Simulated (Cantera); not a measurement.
An isothermal, constant-pressure homogeneous reactor starts with 88.5 % NO, 11.5 % N₂, at 2098 K and 1.00 atm.

Detailed kinetics in Cantera: GRI-Mech 3.0 (53 species, 325 reactions).

x: mole fraction; the columns are a selection and need not sum to one.

| t (s) | x NO | x O | x NO₂ | x O₂ | x N₂O |
|---|---|---|---|---|---|
| 3.00e-5 | 0.885 | 3.17e-5 | ? | 1.35e-6 | 5.10e-5 |
| 0.000111 | 0.884 | 8.85e-5 | ? | 2.26e-5 | 0.000159 |
| 0.000413 | 0.883 | 0.000186 | ? | 0.000423 | 0.000331 |
| 0.00153 | 0.878 | 0.000211 | ? | 0.00280 | 0.000378 |
| 0.00569 | 0.860 | 0.000247 | ? | 0.0118 | 0.000359 |
| 0.0211 | 0.795 | 0.000347 | ? | 0.0443 | 0.000299 |
| 0.0783 | 0.591 | 0.000551 | ? | 0.146 | 0.000157 |
| 0.291 | 0.224 | 0.000794 | ? | 0.330 | 2.16e-5 |
| 1.08 | 0.0327 | 0.000894 | ? | 0.425 | 9.33e-7 |
| 4.00 | 0.0122 | 0.000904 | ? | 0.436 | 5.66e-7 |

**Question.** Some entries are withheld; supply them.

**Answer.** 
- 3.00e-5, x NO₂: 2.59e-5
- 0.000111, x NO₂: 0.000135
- 0.000413, x NO₂: 0.000335
- 0.00153, x NO₂: 0.000383
- 0.00569, x NO₂: 0.000451
- 0.0211, x NO₂: 0.000609
- 0.0783, x NO₂: 0.000747
- 0.291, x NO₂: 0.000417
- 1.08, x NO₂: 6.91e-5
- 4.00, x NO₂: 2.61e-5
